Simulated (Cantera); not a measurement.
Feed: 1 mol BF3, 0.18 mol O2, 120 mol N2, at 2027 °C and 13300 Pa.

Cantera equilibrium calculation (NASA polynomials, part measured and part estimated; ideal gas, pure solids and liquids). Candidate condensed phases: B, BN, B2O3; 31 gas species. The tables' values for BF2 are old estimates; treat these amounts as uncertain. Equilibrium is a limit: real reactors are often held back by kinetics, nucleation or transport.

Base state: N2 0.988, BF3 0.00680, F 0.00284, BOF 0.00141, NO 0.000681, O2 0.000315, O 0.000242, BF2 1.80e-5 (mole fractions); condensed: gas only.

**Question.** What changes in the equilibrium state with this change: BF3 replaced by borazine?

**Answer.** 
```
species      before     after
----------  -------  --------
N2            0.988     0.971
H2                0    0.0218
H                 0   0.00392
BF3         0.00680         0
BO          2.74e-8   0.00184
F           0.00284         0
BOF         0.00141         0
HBO               0  0.000914
BN(s), mol        0      2.64
```
The feed counts by its element totals alone. Further candidate phases: B3O3H3, H2O.
